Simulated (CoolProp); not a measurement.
Properties of n-undecane along the isobar 1.14 MPa.

Values from CoolProp's reference Helmholtz-energy equation of state, Aleksandrov 2011. It is a short technical equation, of lower accuracy than the large ones.

```
T (K)   phase  density (kg/m³)  cp (kJ/(kg K))  cv (kJ/(kg K))  isothermal compressibility (1/MPa)  expansivity (1/kK)
-----  ------  ---------------  --------------  --------------  ----------------------------------  ------------------
343.4  liquid            703.1           2.372           1.973                            0.001420               1.078
360.5  liquid            690.1           2.437           2.041                            0.001612               1.106
377.6  liquid            677.0           2.504           2.109                            0.001838               1.141
394.7  liquid            663.6           2.572           2.177                            0.002106               1.183
411.7  liquid            650.2           2.640           2.244                            0.002426               1.232
428.8  liquid            636.3           2.710           2.310                            0.002816               1.292
445.9  liquid            622.0           2.780           2.376                            0.003298               1.363
463    liquid            607.3           2.851           2.441                            0.003905               1.449
480.1  liquid            591.9           2.922           2.504                            0.004683               1.554
497.2  liquid            575.7           2.996           2.566                            0.005710               1.686
514.3  liquid            558.6           3.071           2.627                            0.007112               1.853
531.3  liquid            540.3           3.151           2.686                            0.009094               2.073
548.4  liquid            520.2           3.238           2.745                             0.01211               2.380
565.5  liquid            497.7           3.340           2.804                             0.01709               2.840
582.6  liquid            471.2           3.473           2.863                             0.02665               3.626
```
